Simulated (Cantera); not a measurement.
A closed system holds: 1 mol Al2O3, 0.98 mol H2O, equilibrated at 0.100 bar.

Cantera equilibrium calculation (NASA polynomials, part measured and part estimated; ideal gas, pure solids and liquids). Candidate condensed phases: Al, Al2O3, H2O; 19 gas species. Gases not in the tables: Al(OH)3. Rates play no part.

log p: log10 of the partial pressure in bar; n: condensed amount in mol.

| T (°C) | log p H2O | log p H2 | log p O2 | log p OH | log p H | log p O | n Al2O3(s) |
|---|---|---|---|---|---|---|---|
| 752 | -1.00 | -7.06 | -7.37 | -8.41 | -11.89 | <-13 | 1.00 |
| 827 | -1.00 | -6.48 | -6.80 | -7.70 | -10.83 | -12.00 | 1.00 |
| 902 | -1.00 | ___ | ___ | ___ | ___ | ___ | 1.00 |
| 977 | -1.00 | -5.53 | -5.86 | -6.54 | -9.08 | -10.09 | 1.00 |
| 1052 | -1.00 | -5.14 | -5.47 | -6.05 | -8.36 | -9.29 | 1.00 |
| 1127 | -1.00 | -4.79 | -5.12 | -5.62 | -7.71 | -8.58 | 1.00 |
| 1202 | -1.00 | -4.47 | -4.81 | -5.24 | -7.12 | -7.95 | 1.00 |
| 1277 | -1.00 | -4.18 | -4.53 | -4.89 | -6.59 | -7.37 | 1.00 |
| 1352 | -1.00 | -3.92 | -4.27 | -4.57 | -6.11 | -6.85 | 1.00 |
| 1427 | -1.00 | ___ | ___ | ___ | ___ | ___ | 1.00 |
| 1502 | -1.00 | -3.46 | -3.83 | -4.02 | -5.27 | -5.93 | 1.00 |

Question: Fill in the missing entries.

Answer: 
- 902, log p H2: -5.98
- 902, log p O2: -6.30
- 902, log p OH: -7.08
- 902, log p H: -9.90
- 902, log p O: -10.98
- 1427, log p H2: -3.68
- 1427, log p O2: -4.04
- 1427, log p OH: -4.28
- 1427, log p H: -5.67
- 1427, log p O: -6.37
